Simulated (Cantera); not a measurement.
## Reactions in the system B-Cl-H-O

Standard-state values (1 bar) from the NASA 1993 polynomials, evaluated with Cantera. Values are per mole of reaction as written; species without (g) are pure solids or liquids, kept so even where they would boil at 1 bar. The tables' values for BOCl are old estimates.

O₂(g) + 2 H₂(g) + 2 BOCl(g) ⇌ 2 HBO₂(g) + 2 HCl(g)

```tsv
T (K)	ΔH° (kJ)	ΔS° (J/K)	ΔG° (kJ)	log10 K
300	-673.4	-88.3	-646.9	112.63
950	-689.7	-119.5	-576.2	31.68
1100	-691.8	-121.5	-558.1	26.50
1250	-693.5	-122.9	-539.8	22.56
1400	-694.8	-124.0	-521.3	19.45
1550	-695.9	-124.7	-502.6	16.94
1700	-696.7	-125.2	-483.9	14.87
1850	-697.4	-125.6	-465.0	13.13
2000	-697.9	-125.9	-446.2	11.65
2150	-698.4	-126.1	-427.3	10.38
2300	-698.8	-126.3	-408.4	9.27
```
